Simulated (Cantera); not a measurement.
**trisilylamine + N₂ (silicon nitride deposition)**

Charge: 1 mol trisilylamine, 28 mol N₂, at 1500 K and 10.0 Torr.

Method: chemical equilibrium by Gibbs-energy minimisation in Cantera with the NASA 1993 tables (ideal gas, pure condensed phases). Candidate condensed phases: Si, Si₃N₄; 18 gas species. The feed counts by its element totals alone. The numbers say what is thermodynamically allowed, not how fast it happens.

```json
{
  "x(N₂)": "0.855",
  "x(H₂)": "0.145",
  "x(H)": "5.81e-5",
  "n(Si₃N₄(s))": "1.00 mol",
  "gas_amount": "31.00 mol",
  "log10 activity of Si(s) (absent)": "-1.59"
}
```
